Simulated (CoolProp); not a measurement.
Vapour-liquid equilibrium of n-octane (1) + o-xylene (2) at 6.72 kPa; x and y are mole fractions of (1).

The numbers come from the multi-fluid Helmholtz-energy mixture model, Beckmüller 2019 and Zhou 2012; pair parameters Bell 2016 in CoolProp.

```
x     bubble temperature, mixture model (K)  bubble temperature, Raoult's law (K)  y, mixture model  y, Raoult's law
----  -------------------------------------  ------------------------------------  ----------------  ---------------
0.05                                    ___                                 336.8             0.100            0.091
0.15                                  334.4                                 334.9             0.267            0.253
0.25                                  332.5                                 333.2             0.403            0.391
0.35                                  330.8                                 331.5             0.517            0.510
0.45                                  329.4                                 330.0             0.614            0.613
0.55                                  328.0                                 328.6             0.700            0.704
0.65                                  326.8                                 327.3               ___            0.784
0.75                                  325.7                                 326.0             0.846            0.854
0.85                                  324.6                                 324.8               ___            0.917
0.95                                  323.6                                 323.7             0.971            0.974
```

Fill in the missing entries.


- 0.05, bubble temperature, mixture model (K): 336.6
- 0.65, y, mixture model: 0.776
- 0.85, y, mixture model: 0.911

The largest gap from Raoult's law is -0.7 K in bubble temperature, at x = 0.35. No azeotrope shows between x = 0.05 and 0.95.

The pair parameters rest on a limited set of measurements; away from them the model extrapolates.
